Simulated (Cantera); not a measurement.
# Thermodynamics of silicon carbide growth, feed Si(CH3)4 + C2H2 + H2

Feed: 1 mol Si(CH3)4, 0.0066 mol C2H2, 11 mol H2, equilibrated at 3.30 Torr.

Cantera equilibrium calculation (NASA polynomials, part measured and part estimated; ideal gas, pure solids and liquids). Candidate condensed phases: C, C6H6, C7H8, C8H18, Si, SiC; 87 gas species. Gases not in the tables: Si2H6 and higher silanes. Equilibrium is a limit: real reactors are often held back by kinetics, nucleation or transport.

From 1650 °C to 2000 °C the condensed part is C(graphite) + SiC(s). From 2050 °C to 2250 °C the condensed part is C(graphite). The main Si-bearing gas is Si throughout.

```
T (°C)   x H2     x H      x Si    x SiC2  x C2H2 (acetylene)  n C(graphite)  n SiC(s)
------  -----  ------  --------  --------  ------------------  -------------  --------
1650    0.985  0.0141  0.000157   4.47e-6            0.000445           3.00     0.997
1700    0.979  0.0201  0.000355   1.29e-5            0.000627           3.00     0.993
1750    0.970  0.0282  0.000771   3.55e-5            0.000867           3.00     0.985
1800    0.958  0.0388   0.00161   9.26e-5             0.00117           3.00     0.967
1850    0.942  0.0525   0.00325  0.000230             0.00156           3.02     0.932
1900    0.921  0.0698   0.00635  0.000550             0.00203           3.05     0.861
1950    0.892  0.0912    0.0120   0.00126             0.00259           3.13     0.725
2000    0.853   0.117    0.0221   0.00278             0.00321           3.30     0.463
2050    0.801   0.147    0.0384   0.00573             0.00388           3.58         0
2100    0.763   0.184    0.0385   0.00678             0.00469           3.51         0
2150    0.720   0.227    0.0379   0.00781             0.00557           3.43         0
2200    0.671   0.275    0.0367   0.00879             0.00647           3.34         0
2250    0.617   0.329    0.0350   0.00970             0.00735           3.24         0
```
x: gas mole fraction; n: condensed amount in mol.
